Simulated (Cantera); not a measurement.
## Adiabatic ignition

An adiabatic, constant-pressure homogeneous reactor starts with CH4 : O2 : N2 = 1 : 1.05 : 3.96 (molar parts), equivalence ratio 1.9, at 1323 K and 100000 Pa.

Computed with Cantera and GRI-Mech 3.0 (53 species, 325 reactions).

```
t (s)     T (K)     x CH4     x O2     x N2O      x CO       x O    x C2H6
--------  -----  --------  -------  --------  --------  --------  --------
6.00e-6    1323     0.166    0.175    <1e-12    <1e-12  8.46e-11    <1e-12
1.55e-5    1323     0.166    0.175    <1e-12    <1e-12  1.16e-10  7.70e-12
3.99e-5    1323     0.166    0.175    <1e-12  1.42e-11  2.05e-10  1.46e-10
0.000103   1323     0.166    0.175  2.37e-12  2.96e-10  5.09e-10   3.36e-9
0.000265   1323     0.166    0.175  1.27e-11   8.49e-9   1.80e-9   1.11e-7
0.000682   1323     0.166    0.175  4.86e-11   3.37e-7   6.02e-9   3.88e-6
0.00176    1324     0.166    0.175  1.54e-10   8.36e-6   1.05e-8   4.39e-5
0.00453    1327     0.165    0.174  7.12e-10  0.000128   2.04e-8  0.000241
0.0117     1415     0.146    0.160   1.20e-8   0.00711   5.52e-7   0.00246
0.0301     2418  1.27e-11  1.38e-5   7.04e-9     0.124   3.56e-5    <1e-12
0.0776     2418  1.26e-11  1.38e-5   6.46e-9     0.124   3.57e-5    <1e-12
0.200      2418  1.26e-11  1.38e-5   6.44e-9     0.124   3.57e-5    <1e-12
```
x: mole fraction; the columns are a selection and need not sum to one.

The time of steepest temperature rise is 12.5 ms and the temperature at 0.200 s is 2418 K. The equilibrium temperature is 2418 K, the x(CH4) at 0.200 s is 1.26e-11 (gas-phase equilibrium 1.43e-11) and the x(O2) at 0.200 s is 1.38e-5 (gas-phase equilibrium 1.38e-5). The x(N2O) at 0.200 s is 6.44e-9 (gas-phase equilibrium 6.44e-9).
